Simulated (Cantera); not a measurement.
What does this Cantera script print?

```python
import numpy as np
import cantera as ct

gas = ct.Solution("gri30.yaml")
gas.TPX = 750, 100000, {'CO': 1, 'H2': 0.038, 'CH4': 1.4, 'O2': 2.37, 'N2': 8.91}
inlet = ct.Reservoir(gas, clone=True)
gas.equilibrate("HP")  # start burning
reactor = ct.IdealGasConstPressureReactor(gas, energy="on", clone=False)
exhaust = ct.Reservoir(gas, clone=True)
tau = [0.18, 0.087, 0.041, 0.02, 0.0093, 0.0044, 0.0021, 0.00099, 0.00047, 0.00022, 0.00011, 5.1e-05, 2.4e-05][0]
for a, b in ((inlet, reactor), (reactor, exhaust)):
    ct.MassFlowController(a, b, mdot=lambda t: reactor.mass / tau)
net = ct.ReactorNet([reactor])
show = ['CO', 'H2', 'CH4', 'C2H4', 'C2H']

rows = []
print(f"{'tau/s':>10s}{'T/K':>9s}" + "".join(f"{s:>11s}" for s in show))
for tau in [0.18, 0.087, 0.041, 0.02, 0.0093, 0.0044, 0.0021, 0.00099, 0.00047, 0.00022, 0.00011, 5.1e-05, 2.4e-05]:
    net.initial_time = 0.0
    net.advance(30 * tau)
    before = gas.X
    net.advance(40 * tau)
    drift = np.max(np.abs(gas.X - before) / (gas.X + 1e-9))
    rows.append([gas.T, *gas[show].X, drift])
    print(f"{tau:10.3e}{gas.T:9.1f}" + "".join(f"{x:11.3e}" for x in gas[show].X))
```

Result:

```
     tau/s      T/K         CO         H2        CH4       C2H4        C2H
 1.800e-01   2358.2  9.707e-02  3.732e-02  2.905e-06  1.874e-10  1.557e-11
 8.700e-02   2354.0  9.709e-02  3.735e-02  5.117e-06  5.908e-10  4.637e-11
 4.100e-02   2346.9  9.712e-02  3.740e-02  8.590e-06  1.671e-09  1.292e-10
 2.000e-02   2336.6  9.718e-02  3.748e-02  1.340e-05  3.951e-09  3.092e-10
 9.300e-03   2320.9  9.729e-02  3.763e-02  2.109e-05  8.957e-09  7.193e-10
 4.400e-03   2300.0  9.748e-02  3.784e-02  3.318e-05  1.911e-08  1.572e-09
 2.100e-03   2273.6  9.779e-02  3.813e-02  5.363e-05  4.101e-08  3.401e-09
 9.900e-04   2241.2  9.833e-02  3.850e-02  9.167e-05  9.540e-08  7.730e-09
 4.700e-04   2204.8  9.923e-02  3.889e-02  1.654e-04  2.477e-07  1.867e-08
 2.200e-04   2164.4  1.010e-01  3.921e-02  3.255e-04  7.801e-07  5.018e-08
 1.100e-04   2121.2  1.041e-01  3.938e-02  6.627e-04  2.768e-06  1.329e-07
 5.100e-05   2039.2  1.125e-01  3.982e-02  1.896e-03  1.941e-05  4.116e-07
 2.400e-05    750.0  7.290e-02  2.770e-03  1.021e-01 -5.840e-17 -4.323e-35
```

Model: GRI-Mech 3.0 (53 species, 325 reactions), integrated in Cantera.
